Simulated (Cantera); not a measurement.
Input (Python, Cantera):

```python
import numpy as np
import cantera as ct

gas = ct.Solution("gri30.yaml", transport_model="multicomponent")
show = ['N2', 'H2O', 'O']

rows = []
print(f"{'T/K':>7s}{'rho':>11s}{'cp':>10s}{'mu':>11s}{'lambda':>11s}{'Pr':>7s}" + "".join(f"{'D_' + s:>11s}" for s in show))
for T in [400, 600, 800, 1000, 1200, 1400, 1600, 1800]:
    gas.TPX = T, 100, {'CO': 0.19}
    Pr = gas.cp_mass * gas.viscosity / gas.thermal_conductivity
    D = [gas.mix_diff_coeffs_mole[gas.species_index(s)] for s in show]
    rows.append([gas.density, gas.cp_mass, gas.viscosity, gas.thermal_conductivity, Pr, *D])
    print(f"{T:7g}{gas.density:11.4e}{gas.cp_mass:10.1f}{gas.viscosity:11.4e}"
          f"{gas.thermal_conductivity:11.4e}{Pr:7.3f}" + "".join(f"{d:11.4e}" for d in D))
print("SI units: kg/m3, J/kg/K, Pa s, W/m/K, m2/s")
```

It prints:

```
    T/K        rho        cp         mu     lambda     Pr       D_N2      D_H2O        D_O
    400 8.4221e-04    1048.7 2.1957e-05 3.1878e-02  0.722 3.4609e-02 3.9639e-02 5.3549e-02
    600 5.6147e-04    1085.9 2.9084e-05 4.3969e-02  0.718 6.9136e-02 8.4317e-02 1.0661e-01
    800 4.2110e-04    1138.7 3.5241e-05 5.5990e-02  0.717 1.1216e-01 1.4126e-01 1.7271e-01
   1000 3.3688e-04    1184.0 4.0802e-05 6.7494e-02  0.716 1.6283e-01 2.0891e-01 2.5055e-01
   1200 2.8074e-04    1219.2 4.5947e-05 7.8346e-02  0.715 2.2056e-01 2.8621e-01 3.3925e-01
   1400 2.4063e-04    1246.1 5.0779e-05 8.8579e-02  0.714 2.8492e-01 3.7245e-01 4.3814e-01
   1600 2.1055e-04    1266.6 5.5365e-05 9.8241e-02  0.714 3.5556e-01 4.6709e-01 5.4670e-01
   1800 1.8716e-04    1282.2 5.9746e-05 1.0739e-01  0.713 4.3221e-01 5.6972e-01 6.6449e-01
SI units: kg/m3, J/kg/K, Pa s, W/m/K, m2/s
```

Model: GRI-Mech 3.0 (53 species, 325 reactions), integrated in Cantera.
